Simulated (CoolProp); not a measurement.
Vapour-liquid equilibrium of R134a (1) + R124 (2) at 563 kPa; x and y are mole fractions of (1).

Computed with CoolProp (multi-fluid Helmholtz-energy mixture model, Tillner-Roth 1994 and de Vries 1995; pair parameters Bell 2016).

```tsv
x	bubble temperature (°C)	y at the bubble point	dew temperature at overall composition x (°C)	liquid density (mol/L)
0.05	36.6	0.084	37.2	9.699
0.125	34.4	0.197	35.8	9.865
0.2	32.5	0.299	34.4	10.03
0.275	30.7	0.390	33.0	10.20
0.35	29.1	0.472	31.5	10.37
0.425	27.6	0.547	30.0	10.54
0.5	26.3	0.616	28.6	10.72
0.575	25.0	0.681	27.1	10.90
0.65	23.9	0.742	25.6	11.08
0.725	22.8	0.799	24.2	11.27
0.8	21.8	0.855	22.8	11.47
0.875	20.9	0.910	21.5	11.67
0.95	20.0	0.964	20.3	11.88
```

No azeotrope shows between x = 0.05 and 0.95.

The pair parameters rest on a limited set of measurements; away from them the model extrapolates.
